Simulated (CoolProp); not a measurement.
Chlorine along the isobar 20000 kPa: Z from the reference equation and from simpler models built on Tc = 416.9 K, pc = 7642 kPa, ω = 0.070; each cubic takes its own stable root.

The numbers come from the reference Helmholtz-energy equation of state, Thol 2021 in CoolProp.

```
T (K)   phase  reference
-----  ------  ---------
295.3  liquid     0.3982
304.5  liquid     0.3929
313.7  liquid     0.3881
322.9  liquid     0.3840
332.1  liquid     0.3806
341.3  liquid     0.3777
350.5  liquid     0.3755
359.7  liquid     0.3740
368.9  liquid     0.3731
378.1  liquid     0.3729
387.2  liquid     0.3735
396.4  liquid     0.3750
405.6  liquid     0.3773
```

How far does each simpler model (van der Waals, Redlich-Kwong, Soave-Redlich-Kwong, Peng-Robinson) lie from the reference over these 13 states: mean and median of the absolute difference, and the worst?


- van der Waals: mean 46.8 %, median 47.2 %, worst +51.7 % at 295.3 K and 20000 kPa
- Redlich-Kwong: mean 8.8 %, median 8.5 %, worst +10.9 % at 405.6 K and 20000 kPa
- Soave-Redlich-Kwong: mean 8.4 %, median 8.0 %, worst +10.7 % at 405.6 K and 20000 kPa
- Peng-Robinson: mean 3.5 %, median 3.9 %, worst -4.8 % at 295.3 K and 20000 kPa
